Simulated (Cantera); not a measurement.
Input (Python, Cantera) and output of one run.

```python
import numpy as np
import cantera as ct

gas_names = """
    H HO2 H2 H2O H2O2 O OH O2 O3 Si SiH SiH2 SiH3 SiH4 SiO SiO2 Si2 Si3
""".split()
cond_names = """
    H2O(s) H2O(L) Si(cr) Si(L) SiO2(Lqz) SiO2(hqz) SiO2(L)
""".split()


# ... load() reads the species with a 1 bar reference pressure and builds the phases ...
atoms = {
    'Si': {'Si': 1},
    'H2O': {'H': 2, 'O': 1},
    'H2': {'H': 2},
    'O2': {'O': 2},
}
top_T = {}  # K; cautious upper limits of use, not melting points


# ... equilibrate(T, P, feed) seeds the gas with the atoms and calls Mixture.equilibrate('TP', solver="vcs", rtol=1e-11, max_steps=5000) ...
results = []
feed = {'Si': 1, 'H2O': 0.76, 'H2': 1.5, 'O2': 0.026}  # mol
P = 880  # Pa
for T in [1150, 1300, 1450, 1600, 1750, 1900, 2050]:
    mix = equilibrate(T, P, feed)
    results.append((T, P, feed, dict(zip(mix.species_names, mix.species_moles))))

top = {s: max(r[3][s] / sum(r[3][g] for g in gas_names) for r in results) for s in gas_names}
cols = sorted((s for s in top if top[s] > 1e-06), key=lambda s: -top[s])[:9]
seen = [c for c in cond_names if any(r[3].get(c, 0) > 1e-12 for r in results)]
print("log10 of partial pressures in bar; condensed amounts in mol")
print(f"{'T/K':>10s}" + "".join(f"{s[:9]:>10s}" for s in cols + seen))
for T, P, feed, n in results:
    ng = sum(n[g] for g in gas_names)
    print(f"{T:10.4g}" + "".join(f"{np.log10(max(n[s] / ng * P / 1e5, 1e-99)):10.3f}" for s in cols)
          + "".join(f"{n.get(c, 0):10.4g}" for c in seen))
```

It prints:

```
log10 of partial pressures in bar; condensed amounts in mol
       T/K        H2       SiO         H        Si       SiH       Si2      SiH2       Si3       H2O    Si(cr)     Si(L) SiO2(hqz)
      1150    -2.056    -6.924    -8.155   -12.703   -12.410   -17.023   -10.438   -18.188    -9.676     0.594         0     0.406
      1300    -2.056    -5.118    -6.984   -10.364   -10.472   -13.975    -9.172   -14.927    -8.614     0.593         0     0.405
      1450    -2.066    -3.695    -6.057    -8.512    -8.946   -11.566    -8.180   -12.353    -7.787    0.5675         0    0.3795
      1600    -2.189    -2.634    -5.359    -7.011    -7.767    -9.614    -7.490   -10.274    -7.322     0.188         0         0
      1750    -2.190    -2.634    -4.728    -5.824    -6.797    -8.110    -6.871    -8.721    -7.659         0    0.1874         0
      1900    -2.193    -2.636    -4.197    -4.899    -6.057    -6.994    -6.427    -7.641    -7.871         0     0.183         0
      2050    -2.204    -2.642    -3.746    -4.112    -5.432    -6.045    -6.057    -6.725    -8.062         0     0.158         0
```

Equilibrium computed with Cantera from the NASA thermochemical tables; the gas is ideal and each condensed phase is pure. Mutual solubility and eutectic melting of coexisting phases are not modelled. The tables hold silica as quartz up to 1696 K and as liquid above; real silica turns to tridymite and cristobalite and melts near 1996 K. Gases not in the tables: Si2H6 and higher silanes.
